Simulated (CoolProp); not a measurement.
trans-2-butene along the isotherm 13.25 °C: Z from the reference equation and from simpler models built on Tc = 155.5 °C, pc = 4.019 MPa, ω = 0.210; each cubic takes its own stable root.

Computed with CoolProp (reference Helmholtz-energy equation of state, Lemmon 2005). It is a short technical equation, of lower accuracy than the large ones.

```csv
p (MPa),phase,reference,van der Waals,Redlich-Kwong,Soave-Redlich-Kwong,Peng-Robinson
1.67,liquid,0.06402,0.1051,0.07226,0.07029,0.06218
3.35,liquid,0.1279,0.2080,0.1439,0.1402,0.1241
5.02,liquid,0.1910,0.3081,0.2141,0.2089,0.1851
6.7,liquid,0.2540,0.4070,0.2839,0.2774,0.2460
8.37,liquid,0.3163,0.5039,0.3526,0.3449,0.3060
10,liquid,0.3767,0.5972,0.4190,0.4102,0.3642
11.7,liquid,0.4393,0.6933,0.4875,0.4778,0.4244
13.4,liquid,0.5015,0.7885,0.5555,0.5449,0.4843
15.1,liquid,0.5634,0.8829,0.6230,0.6116,0.5438
16.7,liquid,0.6214,0.9709,0.6860,0.6739,0.5996
18.4,liquid,0.6827,1.064,0.7525,0.7398,0.6584
20.1,liquid,0.7437,1.156,0.8186,0.8053,0.7170
```
